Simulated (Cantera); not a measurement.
Input: 1 mol toluene, 3.1 mol CO2, equilibrated at 2550 K and 12.0 bar.

Cantera equilibrium calculation (NASA polynomials, part measured and part estimated; ideal gas, pure solids and liquids). Candidate condensed phases: C, C6H6, C7H8, C8H18, H2O; 110 gas species. Equilibrium is a limit: real reactors are often held back by kinetics, nucleation or transport.

Base state: CO 0.606, H2 0.383, H 0.00557, C2H2 (acetylene) 0.00509, CH4 0.000244, CH3 6.30e-5, H2O 5.99e-5, C4H2 2.80e-5 (mole fractions); condensed: C(graphite).

Q: What changes in the equilibrium state with this change: CO2 from 3.1 to 0.13 mol?

A: 
```csv
species,before,after
H2,0.383,0.916
CO,0.606,0.0609
C2H2 (acetylene),0.00509,0.0122
CO2,1.50e-5,1.51e-7
C2H4,1.43e-5,8.19e-5
CH4,0.000244,0.00140
"C(graphite), mol",3.79,6.76
```

Q: What changes in the equilibrium state with this change: CO2 from 3.1 to 0.024 mol?

A: 
```tsv
species	before	after
H2	0.383	0.964
C2H2 (acetylene)	0.00509	0.0128
CO	0.606	0.0118
CO2	1.50e-5	5.70e-9
H2O	5.99e-5	2.95e-6
C(graphite), mol	3.79	6.86
```
